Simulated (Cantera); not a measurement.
# borazine + O₂ + N₂ (boron, boron nitride and boron oxide)

Input: 1 mol borazine, 0.058 mol O₂, 4.5 mol N₂, equilibrated at 0.650 bar.

Method: chemical equilibrium by Gibbs-energy minimisation in Cantera with the NASA 1993 tables (ideal gas, pure condensed phases). Candidate condensed phases: B, BN, B₂O₃, B₃O₃H₃, H₂O; 39 gas species. The feed counts by its element totals alone. Mutual solubility and eutectic melting of coexisting phases are not modelled. The tables' values for BH₂ are old estimates; treat these amounts as uncertain. Gases not in the tables: H₃BO₃. Kinetics and transport are ignored.

```json
[
 {"T (°C)": "677", "x N₂": "0.602", "x H₂": "0.395", "x HBO": "1.91e-10", "x H": "4.34e-10", "x HBO₂": "5.75e-7", "x BO": "<1e-12", "x H₂O": "0.00285", "n BN(s)": "2.94", "n B₂O₃(l)": "0.0314"},
 {"T (°C)": "877", "x N₂": "0.602", "x H₂": "0.396", "x HBO": "1.20e-7", "x H": "5.82e-8", "x HBO₂": "2.51e-5", "x BO": "<1e-12", "x H₂O": "0.00264", "n BN(s)": "2.94", "n B₂O₃(l)": "0.0319"},
 {"T (°C)": "1077", "x N₂": "0.602", "x H₂": "0.396", "x HBO": "1.06e-5", "x H": "1.86e-6", "x HBO₂": "0.000334", "x BO": "1.65e-9", "x H₂O": "0.00241", "n BN(s)": "2.94", "n B₂O₃(l)": "0.0309"},
 {"T (°C)": "1277", "x N₂": "0.601", "x H₂": "0.394", "x HBO": "0.000286", "x H": "2.45e-5", "x HBO₂": "0.00216", "x BO": "4.32e-7", "x H₂O": "0.00220", "n BN(s)": "2.94", "n B₂O₃(l)": "0.0209"},
 {"T (°C)": "1477", "x N₂": "0.599", "x H₂": "0.392", "x HBO": "0.00248", "x H": "0.000181", "x HBO₂": "0.00432", "x BO": "2.15e-5", "x H₂O": "0.00141", "n BN(s)": "2.93", "n B₂O₃(l)": "0"},
 {"T (°C)": "1677", "x N₂": "0.598", "x H₂": "0.389", "x HBO": "0.00720", "x H": "0.000887", "x HBO₂": "0.00207", "x BO": "0.000250", "x H₂O": "0.000521", "n BN(s)": "2.91", "n B₂O₃(l)": "0"},
 {"T (°C)": "1877", "x N₂": "0.597", "x H₂": "0.386", "x HBO": "0.0110", "x H": "0.00325", "x HBO₂": "0.000472", "x BO": "0.00117", "x H₂O": "0.000150", "n BN(s)": "2.89", "n B₂O₃(l)": "0"},
 {"T (°C)": "2077", "x N₂": "0.595", "x H₂": "0.381", "x HBO": "0.0109", "x H": "0.00955", "x HBO₂": "6.79e-5", "x BO": "0.00294", "x H₂O": "3.72e-5", "n BN(s)": "2.88", "n B₂O₃(l)": "0"}
]
```
x: gas mole fraction; n: condensed amount in mol.

From 677 °C to 1277 °C the condensed part is BN(s) + B₂O₃(l). From 1477 °C to 2077 °C the condensed part is BN(s).
